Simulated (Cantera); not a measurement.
Cantera run, input and output.

```python
import numpy as np
import cantera as ct

gas = ct.Solution("gri30.yaml")
gas.TPX = 325, 190000, {'CH4': 1, 'O2': 1.25, 'N2': 4.7}
inlet = ct.Reservoir(gas, clone=True)
gas.equilibrate("HP")  # start burning
reactor = ct.IdealGasConstPressureReactor(gas, energy="on", clone=False)
exhaust = ct.Reservoir(gas, clone=True)
tau = [0.089, 0.035, 0.014, 0.0055, 0.0022, 0.00087, 0.00034, 0.00014, 5.4e-05, 2.1e-05, 8.4e-06, 3.3e-06][0]
for a, b in ((inlet, reactor), (reactor, exhaust)):
    ct.MassFlowController(a, b, mdot=lambda t: reactor.mass / tau)
net = ct.ReactorNet([reactor])
show = ['CH4', 'O2', 'HCO', 'CO2', 'CH2O', 'C2H', 'CO']

rows = []
print(f"{'tau/s':>10s}{'T/K':>9s}" + "".join(f"{s:>11s}" for s in show))
for tau in [0.089, 0.035, 0.014, 0.0055, 0.0022, 0.00087, 0.00034, 0.00014, 5.4e-05, 2.1e-05, 8.4e-06, 3.3e-06]:
    net.initial_time = 0.0
    net.advance(30 * tau)
    before = gas.X
    net.advance(40 * tau)
    drift = np.max(np.abs(gas.X - before) / (gas.X + 1e-9))
    rows.append([gas.T, *gas[show].X, drift])
    print(f"{tau:10.3e}{gas.T:9.1f}" + "".join(f"{x:11.3e}" for x in gas[show].X))
```

It prints:

```
     tau/s      T/K        CH4         O2        HCO        CO2       CH2O        C2H         CO
 8.900e-02   1875.1  4.594e-03  4.178e-04  3.631e-08  3.928e-02  5.518e-06  8.010e-08  8.174e-02
 3.500e-02   1878.0  5.921e-03  8.933e-04  6.487e-08  3.983e-02  1.043e-05  1.396e-07  7.804e-02
 1.400e-02   1874.6  7.276e-03  1.830e-03  1.288e-07  3.972e-02  1.937e-05  2.126e-07  7.526e-02
 5.500e-03   1859.3  8.893e-03  3.781e-03  2.816e-07  3.841e-02  3.690e-05  2.827e-07  7.379e-02
 2.200e-03   1817.1  1.160e-02  8.324e-03  6.480e-07  3.483e-02  7.622e-05  2.860e-07  7.386e-02
 8.700e-04    325.0  1.439e-01  1.799e-01  1.860e-38  3.448e-18  1.837e-19  6.379e-50  8.541e-18
 3.400e-04    325.0  1.439e-01  1.799e-01  3.052e-43  8.733e-20  4.652e-21  2.101e-56  2.163e-19
 1.400e-04    325.0  1.439e-01  1.799e-01  2.773e-46  5.516e-21  2.938e-22  1.505e-61  1.366e-20
 5.400e-05    325.0  1.439e-01  1.799e-01  9.308e-49  3.485e-22  1.856e-23 -5.901e-63  8.630e-22
 2.100e-05    325.0  1.439e-01  1.799e-01  2.389e-50  2.201e-23  1.172e-24 -2.736e-65  5.451e-23
 8.400e-06    325.0  1.439e-01  1.799e-01  1.337e-51  1.390e-24  7.406e-26 -1.119e-67  3.444e-24
 3.300e-06    325.0  1.439e-01  1.799e-01  8.278e-53  8.782e-26  4.678e-27 -4.424e-70  2.175e-25
```

Computed with Cantera and GRI-Mech 3.0 (53 species, 325 reactions).
